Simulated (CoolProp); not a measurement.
Vapour pressure (kPa) of the fluoroketone C6F12O (FK-5-1-12): the reference equation beside estimates from Tc = 441.8 K, pc = 1869 kPa, ω = 0.471.

The numbers come from the reference Helmholtz-energy equation of state, McLinden 2015 in CoolProp.

```csv
T (K),reference,Lee-Kesler,Redlich-Kwong,Soave-Redlich-Kwong
209.8,0.1161,0.1268,2.004,0.1294
216.4,0.2228,0.2383,3.157,0.2427
223.1,0.4111,0.4320,4.836,0.4395
229.8,0.7252,0.7518,7.178,0.7635
236.4,1.219,1.251,10.30,1.268
243.1,1.992,2.027,14.50,2.051
249.7,3.128,3.164,19.84,3.195
256.4,4.799,4.832,26.74,4.870
263.1,7.162,7.188,35.35,7.232
269.7,10.37,10.38,45.77,10.43
276.4,14.75,14.75,58.58,14.79
283.1,20.54,20.54,73.92,20.57
289.7,27.94,27.93,91.77,27.94
296.4,37.51,37.50,113.0,37.49
```

Absolute difference from the reference over all 14 rows, mean and median: Lee-Kesler 2.3 and 0.9 %, Redlich-Kwong 642.5 and 495.7 %, Soave-Redlich-Kwong 3.2 and 1.8 %.
